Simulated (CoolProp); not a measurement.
Properties of carbon dioxide at several states.

Values from CoolProp's reference Helmholtz-energy equation of state, Span 1996.

```
T (°C)  p (kPa)  phase  density (kg/m³)  cv (kJ/(kg K))  speed of sound (m/s)  viscosity (µPa s)  conductivity (mW/(m K))
------  -------  -----  ---------------  --------------  --------------------  -----------------  -----------------------
688.95     1670    gas            9.159           1.035                 465.7                  …                        …
436.75     24.4    gas           0.1819               …                     …                  …                     49.6
569.85      543    gas            3.407          0.9962                     …                  …                     59.7
```

**Question.** Complete the blanks.

**Answer.** 
- 688.95, viscosity (µPa s): 40.2
- 688.95, conductivity (mW/(m K)): 68.6
- 436.75, cv (kJ/(kg K)): 0.9420
- 436.75, speed of sound (m/s): 401.3
- 436.75, viscosity (µPa s): 31.9
- 569.85, speed of sound (m/s): 435.8
- 569.85, viscosity (µPa s): 36.4

Viscosity comes from a separate model (Laesecke 2017). Thermal conductivity comes from a separate model (Huber 2016).
